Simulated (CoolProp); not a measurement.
A closed Brayton cycle with nitrogen: compressor inlet 313.15 K and 5.9 MPa, high pressure 19.1 MPa, turbine inlet 770 K, compressor efficiency 0.85, turbine efficiency 0.93, recuperator effectiveness 0.8 (on enthalpy, no pinch check). Each further row changes one setting.

The numbers come from the reference Helmholtz-energy equation of state, Span 2000 in CoolProp.

```
case                           thermal efficiency (%)  net work (kJ/kg)  compressor to turbine work  compressor exit (K)  turbine exit (K)
-----------------------------  ----------------------  ----------------  --------------------------  -------------------  ----------------
as stated                                        25.7              64.7                        0.71                462.1             573.0
turbine inlet 720 K                              21.8                 ?                        0.76                462.1             534.1
compressor inlet 323.15 K                        23.9              59.3                        0.74                476.7             573.0
high pressure 16.2 MPa                              ?              63.3                           ?                438.1             597.5
recuperator effectiveness 0.5                    22.5              64.7                        0.71                462.1             573.0
```

Q: Some entries are withheld; supply them.

A: 
- turbine inlet 720 K, net work (kJ/kg): 50.0
- high pressure 16.2 MPa, thermal efficiency (%): 26.9
- high pressure 16.2 MPa, compressor to turbine work: 0.68
